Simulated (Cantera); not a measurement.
A diamond (100) surface in a fixed gas of H2 with x(CH4) = 0.0036, x(H) = 0.036, at 1223 K, 0.0888 atm; coverages are run to steady state.

Computed with Cantera and the Harris–Goodwin 1993 mechanism for the reconstructed diamond (100) surface.

One state of this run: growth (µm/h) = 0.990; θ c6HH = 0.422; θ c6H* = 0.0417; θ c6*H = 0.501; θ c6** = 0.0346; θ c6HM = 6.18e-5. θ: site fractions in the mechanism's names (c6HH fully hydrogenated, c6H* and c6*H radical sites, c6** diradical, c6HM methylated).

Which value of x(CH3) does it belong to?
(A) 1.2e-05
(B) 0.00015
(C) 2.3e-06
(D) 6.5e-05

A, 1.2e-05
